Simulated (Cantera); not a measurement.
Charge: 1 mol TEOS, 1 mol N2O, held at 673.15 K and 1.00 bar.

Cantera equilibrium calculation (NASA polynomials, part measured and part estimated; ideal gas, pure solids and liquids). Candidate condensed phases: C, C6H6, C7H8, C8H18, H2O, Si, SiC, SiO2, Si2N2O, Si3N4; 151 gas species. The feed counts by its element totals alone. The numbers say what is thermodynamically allowed, not how fast it happens.

Base state: CH4 0.387, H2O 0.291, H2 0.160, N2 0.122, CO2 0.0376, CO 0.00169, NH3 0.000300 (mole fractions); condensed: C(graphite) + SiO2(α-quartz).

Question: What changes in the equilibrium state with this change: N2O from 1 to 20 mol?

Answer: 
| species | before | after |
|---|---|---|
| N2 | 0.122 | 0.544 |
| H2O | 0.291 | 0.199 |
| CO2 | 0.0376 | 0.198 |
| CH4 | 0.387 | 0.0165 |
| H2 | 0.160 | 0.0396 |
| NH3 | 0.000300 | 7.80e-5 |
| CO | 0.00169 | 0.00322 |
| C(graphite), mol | 4.52 | 0 |
| SiO2(α-quartz), mol | 1.00 | 1.00 |
